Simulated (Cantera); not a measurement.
Feed: 1 mol CuO, 140 mol H2, 3.9 mol N2, equilibrated at 1148 K and 1 atm.

Method: chemical equilibrium by Gibbs-energy minimisation in Cantera with the NASA 1993 tables (ideal gas, pure condensed phases). Candidate condensed phases: Cu, CuO, Cu(OH)2, Cu2O, H2O; 27 gas species. The numbers say what is thermodynamically allowed, not how fast it happens.

Base state: H2 0.966, N2 0.0271, H2O 0.00695, NH3 3.90e-5 (mole fractions); condensed: Cu(s).

Q: What changes in the equilibrium state with this change: CuO replaced by Al2O3?

A: 
| species | before | after |
|---|---|---|
| H2 | 0.966 | 0.973 |
| N2 | 0.0271 | 0.0271 |
| NH3 | 3.90e-5 | 3.94e-5 |
| H2O | 0.00695 | 7.07e-7 |
| Cu(s), mol | 1.00 | 0 |
| Al2O3(s), mol | 0 | 1.000 |
Further candidate phases: Al, AlN, Al2O3.

Q: What changes in the equilibrium state with this change: CuO replaced by PbS?

A: 
| species | before | after |
|---|---|---|
| H2 | 0.966 | 0.966 |
| N2 | 0.0271 | 0.0271 |
| H2S | 0 | 0.00662 |
| H2O | 0.00695 | 0 |
| PbS | 0 | 0.000324 |
| Pb | 0 | 0.000277 |
| NH3 | 3.90e-5 | 3.90e-5 |
| Cu(s), mol | 1.00 | 0 |
| Pb(l), mol | 0 | 0.914 |
Further candidate phases: Pb, PbS, S.
